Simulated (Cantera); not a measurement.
Input: 1 mol Si, 0.68 mol O₂, 2 mol H₂, at 350000 Pa.

Method: chemical equilibrium by Gibbs-energy minimisation in Cantera with the NASA 1993 tables (ideal gas, pure condensed phases). Candidate condensed phases: H₂O, Si, SiO₂; 18 gas species. Mutual solubility and eutectic melting of coexisting phases are not modelled. The tables hold silica as quartz up to 1696 K and as liquid above; real silica turns to tridymite and cristobalite and melts near 1996 K. Rates play no part.

Over these rows the condensed part is Si(s) + SiO₂(β-quartz). Partial pressures as log10 of bar:

```tsv
T (K)	1000/T (1/K)	log p SiO	log p H₂
1225	0.8163	-5.96	0.54
1300	0.7692	-5.12	0.54
1375	0.7273	-4.37	0.54
1450	0.6897	-3.70	0.54
1525	0.6557	-3.09	0.54
1600	0.6250	?	0.54
```

Q: Fit log p(SiO) = a + b·(1000/T) to the five rows, give the apparent enthalpy, and predict the row at 1600 K.

A: Means: 1000/T = 0.7316, log p = -4.448. Sxy = -0.288082, Sxx = 0.0161228, so b = -17.87 and a = -4.448 − (-17.87)×0.7316 = 8.63.
Apparent enthalpy: −19.145 × (-17.87) = 342 kJ/mol. The condensed phases alone fix this pressure, through 1/2 Si(s) + 1/2 SiO₂(β-quartz) = SiO(g), so the slope is that reaction's ΔH° and the other gases don't enter. The five rows lie within 0.01 of the line.
Prediction at 1600 K: 8.63 + (-17.87)×0.6250 = -2.54. The computed value is -2.55, 0.01 from the line.
